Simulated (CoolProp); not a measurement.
Vapour-liquid equilibrium of n-hexane (1) + p-xylene (2) at 67.35 °C; x and y are mole fractions of (1).

Computed with CoolProp (multi-fluid Helmholtz-energy mixture model, Thol 2019 and Zhou 2012; pair parameters Bell 2016).

| x | bubble pressure, mixture model (kPa) | bubble pressure, Raoult's law (kPa) | y, mixture model | y, Raoult's law |
|---|---|---|---|---|
| 0.05 | 15.24 | 13.80 | 0.409 | 0.352 |
| 0.2 | 30.99 | 26.94 | 0.749 | 0.720 |
| 0.35 | 44.74 | 40.09 | 0.854 | 0.847 |
| 0.5 | 57.17 | 53.23 | 0.907 | 0.912 |
| 0.65 | 68.90 | 66.38 | 0.942 | 0.950 |
| 0.8 | 80.57 | 79.52 | 0.969 | 0.976 |
| 0.95 | 92.76 | 92.67 | 0.993 | 0.995 |

The largest gap from Raoult's law is +15.0 % in bubble pressure, at x = 0.2. No azeotrope shows between x = 0.05 and 0.95.

The pair parameters rest on a limited set of measurements; away from them the model extrapolates.
